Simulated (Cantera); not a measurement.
Adiabatic ignition

An adiabatic, constant-volume homogeneous reactor starts with CH3OH : O2 : N2 = 1 : 1.53 : 4.74 (molar parts), equivalence ratio 0.98, at 1050 K and 0.960 bar.

Computed with Cantera and GRI-Mech 3.0 (53 species, 325 reactions). GRI-Mech 3.0 was tuned for natural gas; its chemistry of methanol as a main component is partial and can be far from experiment.

| t (s) | T (K) | P (bar) | x CH3OH | x O2 | x CH3 | x HCO | x H2 | x N2O | x HCN |
|---|---|---|---|---|---|---|---|---|---|
| 2.00e-6 | 1050 | 0.960 | 0.138 | 0.210 | 3.78e-11 | <1e-12 | 4.35e-11 | <1e-12 | <1e-12 |
| 9.28e-6 | 1050 | 0.960 | 0.138 | 0.210 | 1.65e-10 | <1e-12 | 2.70e-10 | <1e-12 | <1e-12 |
| 4.31e-5 | 1050 | 0.960 | 0.138 | 0.210 | 5.78e-10 | <1e-12 | 1.37e-9 | <1e-12 | <1e-12 |
| 0.000200 | 1050 | 0.960 | 0.138 | 0.210 | 1.04e-9 | <1e-12 | 6.73e-9 | <1e-12 | <1e-12 |
| 0.000928 | 1050 | 0.960 | 0.138 | 0.210 | 1.07e-9 | <1e-12 | 3.22e-8 | <1e-12 | <1e-12 |
| 0.00431 | 1050 | 0.960 | 0.138 | 0.210 | 1.07e-9 | <1e-12 | 1.53e-7 | <1e-12 | <1e-12 |
| 0.0200 | 1050 | 0.960 | 0.138 | 0.210 | 1.04e-9 | <1e-12 | 8.83e-7 | 6.13e-12 | <1e-12 |
| 0.0928 | 1050 | 0.960 | 0.137 | 0.210 | 9.06e-10 | 8.18e-12 | 2.43e-5 | 1.39e-10 | <1e-12 |
| 0.431 | 2823 | 2.89 | <1e-12 | 0.0246 | <1e-12 | 9.19e-8 | 0.0190 | 9.08e-7 | 2.65e-9 |
| 2.00 | 2823 | 2.89 | <1e-12 | 0.0246 | <1e-12 | 9.19e-8 | 0.0190 | 9.08e-7 | 2.65e-9 |
x: mole fraction; the columns are a selection and need not sum to one.

The time of steepest temperature rise comes out as 0.162 s. The temperature at 2.00 s comes out as 2823 K, the equilibrium temperature comes out as 2823 K and the x(CH3OH) at 2.00 s comes out as <1e-12 (gas-phase equilibrium <1e-12). The x(O2) at 2.00 s is 0.0246 (gas-phase equilibrium 0.0246) and the x(CH3) at 2.00 s comes out as <1e-12 (gas-phase equilibrium <1e-12).
